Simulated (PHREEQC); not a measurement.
A solution holds 1.2 mol/kgw H2SO4, 0.11 mol/kgw KCl and 0.42 mol/kgw KBr, at 20 °C. Closed to the air; pH follows from the charge balance.

Equilibrium calculation in PHREEQC: Pitzer model, pitzer.dat.

```tsv
quantity	before	after
pH	-0.31	0.92
ionic strength (mol/kgw)	2.24	0.247
HSO4- (mol/kgw)	0.943	0.0831
SO4-2 (mol/kgw)	0.257	0.0369
SI of Arcanite (K2SO4)	-1.32	-3.11
SI of Sylvite (KCl)	-2.46	-4.38
```

Q: Name the change that produced these shifts.
(A) H2SO4 from 1.2 to 1.8 mol/kgw
(B) diluted 10-fold with water
(C) KBr from 0.42 to 0.21 mol/kgw

A: B, diluted 10-fold with water

No solid was allowed to form. In brines, pH and single-ion activities rest on the MacInnes convention.
